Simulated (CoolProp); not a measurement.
Vapour pressure (kPa) of R13: the reference equation beside estimates from Tc = 29.9 °C, pc = 3973 kPa, ω = 0.175. Clausius-Clapeyron is anchored at -95.35 °C with a constant enthalpy of vaporisation of 16.26 kJ/mol.

Computed with CoolProp (reference Helmholtz-energy equation of state, Platzer 1990). This equation is an older, rougher fit; its heat capacities, sound speeds and derivatives of the liquid may be far off and weren't checked against measurements.

| T (°C) | reference | Clausius-Clapeyron | van der Waals | Redlich-Kwong | Soave-Redlich-Kwong |
|---|---|---|---|---|---|
| -135.65 | 1.427 | 1.792 | 55.48 | 2.096 | 1.351 |
| -127.55 | 3.424 | 3.954 | 83.85 | 5.071 | 3.243 |
| -119.55 | 7.305 | 7.957 | 121.0 | 10.81 | 6.953 |
| -111.45 | 14.40 | 15.06 | 169.3 | 21.15 | 13.79 |
| -103.45 | 26.17 | 26.62 | 229.0 | 37.91 | 25.22 |
| -95.35 | 45.00 | 45.00 | 302.9 | 64.04 | 43.63 |
| -87.25 | 73.34 | 72.66 | 391.7 | 102.3 | 71.52 |
| -79.25 | 113.6 | 112.1 | 495.3 | 154.9 | 111.3 |
| -71.15 | 170.0 | 168.0 | 617.5 | 226.6 | 167.4 |
| -63.15 | 244.7 | 242.9 | 756.2 | 318.8 | 242.0 |
| -55.05 | 343.5 | 343.3 | 916.1 | 437.1 | 341.1 |
| -47.05 | 467.9 | 471.4 | 1094 | 581.9 | 466.4 |
| -38.95 | 625.2 | 635.8 | 1295 | 760.1 | 625.3 |

Absolute difference from the reference over all 13 rows, mean and median: Clausius-Clapeyron 4.8 and 1.3 %, van der Waals 905.2 and 434.1 %, Redlich-Kwong 37.7 and 39.5 %, Soave-Redlich-Kwong 2.7 and 2.5 %.
